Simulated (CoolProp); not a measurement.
Saturation properties of methanol.

The numbers come from the reference Helmholtz-energy equation of state, de Reuck 1993 in CoolProp.

| T (°C) | p (kPa) | enthalpy of vaporisation (kJ/kg) | liquid cp (kJ/(kg K)) | vapour viscosity (µPa s) | liquid conductivity (mW/(m K)) |
|---|---|---|---|---|---|
| 51.75 | 60.05 | 1125 | 2.722 | 10.4 | 195 |
| 55.45 | 70.24 | 1118 | 2.751 | 10.6 | 194 |
| 59.05 | 81.50 | 1111 | 2.780 | 10.7 | 194 |
| 62.75 | 94.61 | 1104 | 2.811 | 10.8 | 193 |
| 66.45 | 109.4 | 1097 | 2.843 | 10.9 | 192 |
| 70.15 | 126.1 | 1090 | 2.875 | 11.0 | 192 |
| 73.75 | 144.3 | 1082 | 2.908 | 11.1 | 191 |
| 77.45 | 165.3 | 1075 | 2.942 | 11.2 | 190 |
| 81.15 | 188.7 | 1067 | 2.977 | 11.3 | 189 |
| 84.75 | 213.9 | 1059 | 3.012 | 11.4 | 189 |
| 88.45 | 242.7 | 1050 | 3.048 | 11.5 | 188 |

It boils at 64.5 °C under 1 atm.

Viscosity comes from a separate model (Xiang 2006). Thermal conductivity comes from a separate model (Sykioti 2013).
